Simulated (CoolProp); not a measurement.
Aqueous sodium chloride as a coolant, at 37 °C, 1 atm.

Model: Melinder's fits for secondary coolants, in CoolProp.

| mass % | freezing point (°C) | viscosity (mPa s) | cp (kJ/(kg K)) | density (kg/m³) | conductivity (W/(m K)) |
|---|---|---|---|---|---|
| 5.9 | -3.6 | 0.776 | 3.907 | 1034 | 0.620 |
| 7.3 | -4.6 | 0.798 | 3.849 | 1044 | 0.618 |
| 8.8 | -5.7 | 0.823 | 3.789 | 1055 | 0.617 |
| 10.2 | -6.7 | 0.848 | 3.736 | 1065 | 0.615 |
| 11.7 | -7.9 | 0.877 | 3.681 | 1076 | 0.614 |
| 13.1 | -9.1 | 0.906 | 3.632 | 1086 | 0.613 |
| 14.6 | -10.5 | 0.939 | 3.581 | 1098 | 0.611 |
| 16 | -11.9 | 0.974 | 3.537 | 1108 | 0.609 |
| 17.5 | -13.5 | 1.01 | 3.492 | 1120 | 0.608 |
| 18.9 | -15.1 | 1.06 | 3.452 | 1131 | 0.606 |
| 20.3 | -16.8 | 1.11 | 3.415 | 1142 | 0.604 |
| 21.8 | -18.8 | 1.17 | 3.378 | 1154 | 0.602 |
